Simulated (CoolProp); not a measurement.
Diethyl ether along the isobar 5.2 MPa: Z from the reference equation and from simpler models built on Tc = 467.9 K, pc = 3.717 MPa, ω = 0.282; each cubic takes its own stable root.

Computed with CoolProp (reference Helmholtz-energy equation of state, Thol 2014).

```json
[
 {"T (K)": "441.2", "phase": "liquid", "reference": "0.2068"},
 {"T (K)": "451.8", "phase": "liquid", "reference": "0.2126"},
 {"T (K)": "462.5", "phase": "liquid", "reference": "0.2219"},
 {"T (K)": "473.2", "phase": "supercritical", "reference": "0.2385"},
 {"T (K)": "483.9", "phase": "supercritical", "reference": "0.2767"},
 {"T (K)": "494.6", "phase": "supercritical", "reference": "0.3766"},
 {"T (K)": "505.3", "phase": "supercritical", "reference": "0.4796"},
 {"T (K)": "515.9", "phase": "supercritical", "reference": "0.5499"},
 {"T (K)": "526.6", "phase": "supercritical", "reference": "0.6032"},
 {"T (K)": "537.3", "phase": "supercritical", "reference": "0.6458"},
 {"T (K)": "548", "phase": "supercritical", "reference": "0.6812"}
]
```

### Question
How far does each simpler model (Soave-Redlich-Kwong, Peng-Robinson) lie from the reference over these 11 states: mean and median of the absolute difference, and the worst?

### Answer
- Soave-Redlich-Kwong: mean 13.0 %, median 14.6 %, worst +23.1 % at 483.9 K and 5.2 MPa
- Peng-Robinson: mean 4.6 %, median 2.7 %, worst +13.5 % at 483.9 K and 5.2 MPa
